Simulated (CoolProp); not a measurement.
A single-stage vapour-compression cycle with R114: evaporating at 307.15 K (dew point), condensing at 362.15 K (bubble point), superheat 8 K, subcooling 2 K, compressor efficiency 0.7, no pressure losses. Each further row changes one setting.

Model: reference Helmholtz-energy equation of state, Platzer 1990, in CoolProp. This equation is an older, rougher fit; its heat capacities, sound speeds and derivatives of the liquid may be far off and weren't checked against measurements.

```
case                              cooling COP  pressure ratio  discharge temperature (K)  refrigerating effect (kJ/kg)  volumetric capacity (kJ/m³)
--------------------------------  -----------  --------------  -------------------------  ----------------------------  ---------------------------
as stated                                2.71            3.99                      365.4                          74.0                         1480
evaporating temperature 312.15 K         3.15            3.44                      365.7                          77.1                         1780
condensing temperature 357.15 K          3.15            3.58                      361.0                          79.6                         1600
subcooling 7 K                           2.92            3.99                      365.4                          79.6                         1600
superheat 18 K                           2.84            3.99                      375.3                          81.4                         1570
compressor efficiency 0.6                2.33            3.99                      370.5                          74.0                         1480
```
